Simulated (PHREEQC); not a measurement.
Dissolve 0.014 mol/kgw NaOH, 0.00015 mol/kgw Na2SiO3 and 0.21 mol/kgw K3PO4 at 25 °C. Closed to the air; pH follows from the charge balance.

Computed with PHREEQC (ion-association model, wateq4f.dat).

The pH is 12.33. The ionic strength comes out as 1.22 mol/kgw, the activity of water is 0.985 and the total alkalinity comes out as 434 meq/kg.

```
species   molality  activity   log γ
--------  --------  --------  ------
K+           0.627     0.369  -0.230
PO4-3        0.187   0.00295  -1.802
OH-         0.0371    0.0209  -0.248
HPO4-2      0.0195   0.00308  -0.801
Na+         0.0142    0.0103  -0.138
KHPO4-     0.00344   0.00222  -0.190
H3SiO4-   0.000101   5.92e-5  -0.230
NaHPO4-    9.62e-5   6.20e-5  -0.190
H2SiO4-2   4.94e-5   8.55e-6  -0.762
```

Precipitation was switched off in this run. Ionic strength above about 0.7 mol/kgw puts this run outside the model's range. H3PO4, which wateq4f.dat lacks, is added to it with the constant of phreeqc.dat.
